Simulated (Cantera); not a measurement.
## Equilibrium for silicon nitride deposition: trisilylamine + NH3 + N2

A closed system holds: 1 mol trisilylamine, 35 mol NH3, 1.6 mol N2, at 100000 Pa.

Cantera equilibrium calculation (NASA polynomials, part measured and part estimated; ideal gas, pure solids and liquids). Candidate condensed phases: Si, Si3N4; 18 gas species. The feed counts by its element totals alone. Gases not in the tables: Si2H6 and higher silanes. Equilibrium is a limit: real reactors are often held back by kinetics, nucleation or transport.

From 773 K to 1973 K the condensed part is Si3N4(s).

| T (K) | x H2 | x N2 | x NH3 | x H | x SiH2 | x Si | x SiH | n Si3N4(s) |
|---|---|---|---|---|---|---|---|---|
| 773 | 0.763 | 0.236 | 0.00128 | <1e-12 | <1e-12 | <1e-12 | <1e-12 | 1.00 |
| 923 | 0.764 | 0.236 | 0.000327 | 2.14e-10 | <1e-12 | <1e-12 | <1e-12 | 1.00 |
| 1073 | 0.764 | 0.236 | 0.000120 | 1.22e-8 | <1e-12 | <1e-12 | <1e-12 | 1.00 |
| 1223 | 0.764 | 0.236 | 5.58e-5 | 2.63e-7 | <1e-12 | <1e-12 | <1e-12 | 1.00 |
| 1373 | 0.764 | 0.236 | 3.05e-5 | 2.91e-6 | 1.06e-10 | <1e-12 | 1.07e-12 | 1.00 |
| 1523 | 0.764 | 0.236 | 1.88e-5 | 2.02e-5 | 7.07e-9 | 8.32e-11 | 2.13e-10 | 1.00 |
| 1673 | 0.764 | 0.236 | 1.26e-5 | 9.95e-5 | 2.20e-7 | 1.09e-8 | 1.61e-8 | 1.000 |
| 1823 | 0.764 | 0.236 | 9.02e-6 | 0.000379 | 3.84e-6 | 6.32e-7 | 5.90e-7 | 1.000 |
| 1973 | 0.763 | 0.236 | 6.81e-6 | 0.00118 | 4.29e-5 | 1.95e-5 | 1.23e-5 | 0.998 |
x: gas mole fraction; n: condensed amount in mol.
